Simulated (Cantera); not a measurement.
**Equilibrium for boron, boron nitride and boron oxide: borazine + O2**

A closed system holds: 1 mol borazine, 1.5 mol O2, at 1977 °C and 13.3 mbar.

These are equilibrium values from Cantera (NASA tables, ideal gas, pure condensed phases), not measurements of a reactor. Candidate condensed phases: B, BN, B2O3, B3O3H3, H2O; 39 gas species. The feed counts by its element totals alone. The tables' values for BH2 are old estimates; treat these amounts as uncertain. Rates play no part.

The x(H2) is 0.369. The x(N2) is 0.226 and the x(BO) is 0.154. The x(HBO) comes out as 0.124, the x(B2O2) comes out as 0.0819 and the x(H) comes out as 0.0391. The x(B2O3) comes out as 0.00222 and the x(B2O) is 0.00220. The x(HBO2) is 0.000533, the gas amount comes out as 6.639 mol and the log10 activity of B(s) (absent) is -0.25.
